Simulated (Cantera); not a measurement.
A Cantera script and what it prints.

```python
import numpy as np
import cantera as ct

gas_names = """
    Cu CuF CuF2 Cu2 F F2 N NF NF2 NF3 N2
""".split()
cond_names = """
    Cu(cr) Cu(L) CuF2(s) CuF2(L)
""".split()


# ... load() reads the species with a 1 bar reference pressure and builds the phases ...
atoms = {
    'Cu': {'Cu': 1},
    'F2': {'F': 2},
    'N2': {'N': 2},
}
top_T = {}  # K; cautious upper limits of use, not melting points


# ... equilibrate(T, P, feed) seeds the gas with the atoms and calls Mixture.equilibrate('TP', solver="vcs", rtol=1e-11, max_steps=5000) ...
results = []
feed = {'Cu': 1, 'F2': 4.2, 'N2': 2.8}  # mol
T = 1448.15  # K
P = 133.322  # Pa
mix = equilibrate(T, P, feed)
results.append((T, P, feed, dict(zip(mix.species_names, mix.species_moles))))
x = sorted(zip(gas.X, gas.species_names), reverse=True)
print(f"T = {T:g} K  P = {P:g} Pa  gas = {mix.phase_moles(0):.4g} mol")
print("   x: " + "  ".join(f"{s} {v:.3e}" for v, s in x if v > 0.0001))
print("   condensed (mol): " + ("  ".join(f"{mix.phase(i).name} {mix.phase_moles(i):.4g}"
      for i in range(1, mix.n_phases) if mix.phase_moles(i) > 1e-12) or "none"))
```

Output:

```
T = 1448.15 K  P = 133.322 Pa  gas = 10.2 mol
   x: F 6.274e-01  N2 2.745e-01  CuF2 9.778e-02  CuF 2.444e-04  F2 1.140e-04
   condensed (mol): none
```

These are equilibrium values from Cantera (NASA tables, ideal gas, pure condensed phases), not measurements of a reactor.
